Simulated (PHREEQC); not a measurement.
Consider water at 25 °C with 0.0044 mol/kgw MgCl2, 0.086 mol/kgw NaHCO3 and 9.2e-07 mol/kgw H4SiO4. Closed to the air; pH follows from the charge balance.

The numbers come from PHREEQC with the ion-association model, phreeqc.dat.

Each row changes one thing in this solution. Precipitation was switched off in this run.

```json
[
 {"case": "as made", "pH": "7.98", "ionic strength (mol/kgw)": "0.0939", "H3SiO4- (mol/kgw)": "1.67e-8", "SI of Quartz (SiO2)": "-2.05"},
 {"case": "diluted 100-fold with water", "pH": "8.26", "ionic strength (mol/kgw)": "?", "H3SiO4- (mol/kgw)": "2.46e-10", "SI of Quartz (SiO2)": "-4.07"},
 {"case": "NaHCO3 from 0.086 to 0.0086 mol/kgw", "pH": "8.03", "ionic strength (mol/kgw)": "0.0211", "H3SiO4- (mol/kgw)": "1.64e-8", "SI of Quartz (SiO2)": "-2.06"},
 {"case": "0.0012 mol/kgw KOH added", "pH": "8.15", "ionic strength (mol/kgw)": "0.0950", "H3SiO4- (mol/kgw)": "2.48e-8", "SI of Quartz (SiO2)": "-2.06"},
 {"case": "NaHCO3 left out", "pH": "6.84", "ionic strength (mol/kgw)": "?", "H3SiO4- (mol/kgw)": "1.06e-9", "SI of Quartz (SiO2)": "-2.05"},
 {"case": "H4SiO4 from 9.2e-07 to 9.2e-06 mol/kgw", "pH": "7.98", "ionic strength (mol/kgw)": "0.0939", "H3SiO4- (mol/kgw)": "1.67e-7", "SI of Quartz (SiO2)": "?"},
 {"case": "MgCl2 replaced by MgBr2 at the same molality", "pH": "7.98", "ionic strength (mol/kgw)": "0.0939", "H3SiO4- (mol/kgw)": "1.67e-8", "SI of Quartz (SiO2)": "-2.05"},
 {"case": "MgCl2 replaced by LiCl at the same molality", "pH": "8.03", "ionic strength (mol/kgw)": "0.0884", "H3SiO4- (mol/kgw)": "1.88e-8", "SI of Quartz (SiO2)": "-2.05"}
]
```

**Question.** Complete the blanks.

**Answer.** 
- diluted 100-fold with water, ionic strength (mol/kgw): 0.000998
- NaHCO3 left out, ionic strength (mol/kgw): 0.0132
- H4SiO4 from 9.2e-07 to 9.2e-06 mol/kgw, SI of Quartz (SiO2): -1.05
